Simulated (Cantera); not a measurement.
A closed system holds: 1 mol LiCl, 6 mol H2, 3 mol N2, equilibrated at 0.0440 bar.

Method: chemical equilibrium by Gibbs-energy minimisation in Cantera with the NASA 1993 tables (ideal gas, pure condensed phases). Candidate condensed phases: Li, LiCl, LiH, Li3N, NH4Cl; 19 gas species. The numbers say what is thermodynamically allowed, not how fast it happens.

Question: Which condensed phases are stable at each of these points (T (K)): 975, 1075, 1175, 1275, 1375, 1475, 1575, 1675, 1775, 1875, 1975, 2075, 2175?

Answer: 
```csv
T (K),condensed phases,Li condensed (%)
975,LiCl(l),89.2
1075,LiCl(l),30.7
1175,gas only,0.0
1275,gas only,0.0
1375,gas only,0.0
1475,gas only,0.0
1575,gas only,0.0
1675,gas only,0.0
1775,gas only,0.0
1875,gas only,0.0
1975,gas only,0.0
2075,gas only,0.0
2175,gas only,0.0
```

From 975 K to 1075 K the condensed part is LiCl(l). From 1175 K to 2175 K nothing is condensed.
